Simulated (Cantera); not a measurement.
An adiabatic, constant-volume homogeneous reactor starts with 3.41 % C3H8, 20.3 % O2, 76.3 % N2, equivalence ratio 0.84, at 1425 K and 975 Torr.

Cantera simulation using GRI-Mech 3.0 (53 species, 325 reactions); the numbers are that mechanism's predictions, not measurements. GRI-Mech 3.0 was tuned for natural gas; its chemistry of propane as a main component is partial and can be far from experiment.

Q: Predict: time of steepest temperature rise; temperature at 5.00 s; equilibrium temperature; x(O2) at 5.00 s; x(CO) at 5.00 s; x(HCO) at 5.00 s; x(NO) at 5.00 s.

A: 
| Quantity | Result |
|---|---|
| time of steepest temperature rise | 0.134 ms |
| temperature at 5.00 s | 2871 K |
| equilibrium temperature | 2871 K |
| x(O2) at 5.00 s | 0.0373 (gas-phase equilibrium 0.0373) |
| x(CO) at 5.00 s | 0.0368 (gas-phase equilibrium 0.0368) |
| x(HCO) at 5.00 s | 5.46e-8 (gas-phase equilibrium 5.46e-8) |
| x(NO) at 5.00 s | 0.0162 (gas-phase equilibrium 0.0162) |
